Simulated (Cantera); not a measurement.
What does this Cantera script print?

```python
import numpy as np
import cantera as ct

gas_names = [...]  # 76 gases of nasa_gas.yaml made of C, H
cond_names = """
    C(gr) C6H6(L) C7H8(L) C8H18(L),n-octa
""".split()


# ... load() reads the species with a 1 bar reference pressure and builds the phases ...
atoms = {
    'toluene': {'C': 7, 'H': 8},
    'H2': {'H': 2},
}
top_T = {'C(gr)': 4500}  # K; cautious upper limits of use, not melting points


# ... equilibrate(T, P, feed) seeds the gas with the atoms and calls Mixture.equilibrate('TP', solver="vcs", rtol=1e-11, max_steps=5000) ...
results = []
feed = {'toluene': 1, 'H2': 8.8}  # mol
P = 1333.22  # Pa
for T in [1775, 1800, 1825, 1850, 1875, 1900, 1925, 1950, 1975, 2000, 2025, 2050]:
    mix = equilibrate(T, P, feed)
    results.append((T, P, feed, dict(zip(mix.species_names, mix.species_moles))))

top = {s: max(r[3][s] / sum(r[3][g] for g in gas_names) for r in results) for s in gas_names}
cols = sorted((s for s in top if top[s] > 1e-06), key=lambda s: -top[s])[:6]
seen = [c for c in cond_names if any(r[3].get(c, 0) > 1e-12 for r in results)]
print("log10 of partial pressures in bar; condensed amounts in mol")
print(f"{'T/K':>10s}" + "".join(f"{s[:9]:>10s}" for s in cols + seen))
for T, P, feed, n in results:
    ng = sum(n[g] for g in gas_names)
    print(f"{T:10.4g}" + "".join(f"{np.log10(max(n[s] / ng * P / 1e5, 1e-99)):10.3f}" for s in cols)
          + "".join(f"{n.get(c, 0):10.4g}" for c in seen))
```

Result:

```
log10 of partial pressures in bar; condensed amounts in mol
       T/K        H2         H C2H2,acet       CH4       CH3     C(gr)
      1775    -1.876    -4.477    -5.723    -6.830    -8.123     6.996
      1800    -1.877    -4.384    -5.633    -6.867    -8.069     6.995
      1825    -1.877    -4.295    -5.545    -6.903    -8.016     6.994
      1850    -1.877    -4.207    -5.460    -6.938    -7.964     6.993
      1875    -1.878    -4.122    -5.377    -6.973    -7.914     6.992
      1900    -1.878    -4.040    -5.296    -7.007    -7.866      6.99
      1925    -1.879    -3.959    -5.218    -7.040    -7.819     6.988
      1950    -1.880    -3.881    -5.142    -7.072    -7.774     6.986
      1975    -1.881    -3.804    -5.068    -7.104    -7.730     6.983
      2000    -1.882    -3.730    -4.996    -7.135    -7.687      6.98
      2025    -1.883    -3.657    -4.926    -7.166    -7.645     6.977
      2050    -1.884    -3.586    -4.858    -7.197    -7.605     6.973
```

Method: chemical equilibrium by Gibbs-energy minimisation in Cantera with the NASA 1993 tables (ideal gas, pure condensed phases).
